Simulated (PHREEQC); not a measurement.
0.055 g of hydrous ferric oxide (600 m²/g; 0.2 weak and 0.005 strong sites per Fe, Dzombak-Morel constants, diffuse double layer) in 1 kg of water with 0.05 mol/kgw of an inert sodium salt and 0.36 mmol/kgw SrCl2, at 25 °C; the pH is set by adding NaOH or the inert anion's acid. Oxygen is held at 0.21 atm. CO2 from the air is kept out. Nothing may precipitate in this run.

Model: ion-association model, wateq4f.dat, run in PHREEQC.

```tsv
pH	Sr sorbed (%)	surface charge σ (C/m²)	surface potential ψ (mV)
4	0.0	0.295	159
4.67	0.0	0.219	144
5.33	0.0	0.147	124
6	0.0	0.090	99
6.67	0.0	0.049	71
7.33	0.3	0.023	41
8	0.8	0.005	10
8.67	2.0	-0.011	-20
9.33	7.1	-0.020	-36
10	12.9	-0.023	-40
10.67	15.9	-0.024	-41
11.33	18.4	-0.024	-42
12	23.5	-0.027	-42
```

Species that the database lacks are ignored.
